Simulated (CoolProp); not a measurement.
Model: reference Helmholtz-energy equation of state, Thol 2019, in CoolProp.

Q: For decamethylcyclopentasiloxane (D5), give the phase and the density (kg/m³), cv (kJ/(kg K)), isothermal compressibility (1/MPa) at 400.1 K and 0.101 MPa; 408.1 K and 0.101 MPa.

A: 
- 400.1 K and 0.101 MPa: liquid; density 844, cv 1.61, isothermal compressibility 0.00344
- 408.1 K and 0.101 MPa: liquid; density 835, cv 1.62, isothermal compressibility 0.00372
